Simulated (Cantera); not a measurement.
A freely propagating, adiabatic, planar premixed flame of H2 : O2 : N2 = 1 : 0.515 : 1.94 (molar parts), equivalence ratio 0.97, unburnt at 600 K and 101000 Pa; mixture-averaged transport, grid criteria slope 0.08 and curve 0.16, no radiation.

Detailed kinetics in Cantera: the H2/O2 subset of GRI-Mech 3.0, which has no nitrogen chemistry. Burning velocities carry a grid error of a few per cent, more on coarse grids.

x: mole fraction of selected species; z is measured from the peak of heat release.

```tsv
z (mm)	T (K)	u (m/s)	x H2	x O2	x H2O	x H	x O	x HO2
-1.39	600	7.30	0.289	0.149	<1e-8	<1e-8	<1e-8	<1e-8
-0.930	600	7.30	0.289	0.149	<1e-8	<1e-8	<1e-8	<1e-8
-0.697	600	7.30	0.289	0.149	<1e-8	<1e-8	<1e-8	<1e-8
-0.465	600	7.30	0.289	0.149	[?]	[?]	<1e-8	[?]
-0.232	610	7.39	0.286	0.149	0.000388	9.46e-5	5.04e-6	0.000186
-0.116	793	9.41	0.256	0.145	0.0160	0.00505	0.000288	0.000213
0	1241	14.2	0.149	0.105	0.104	0.0367	0.00589	9.11e-5
0.116	[?]	17.7	[?]	[?]	[?]	[?]	0.0131	[?]
0.232	1719	19.3	0.0470	0.0342	0.228	0.0527	0.0139	2.30e-5
0.465	1881	20.9	0.0444	0.0291	0.240	0.0406	0.0121	1.60e-5
0.930	2047	22.4	0.0414	0.0251	0.253	0.0285	0.00946	1.09e-5
1.86	2204	23.9	0.0363	0.0211	0.268	0.0183	0.00668	7.09e-6
3.72	2340	25.1	0.0297	0.0174	0.283	0.0108	0.00431	4.74e-6
```

### Question
What belongs in the gaps?

### Answer

- -0.465, x H2O: 1.05e-7
- -0.465, x H: 1.86e-8
- -0.465, x HO2: 3.73e-7
- 0.116, T (K): 1566
- 0.116, x H2: 0.0625
- 0.116, x O2: 0.0485
- 0.116, x H2O: 0.203
- 0.116, x H: 0.0574
- 0.116, x HO2: 3.73e-5
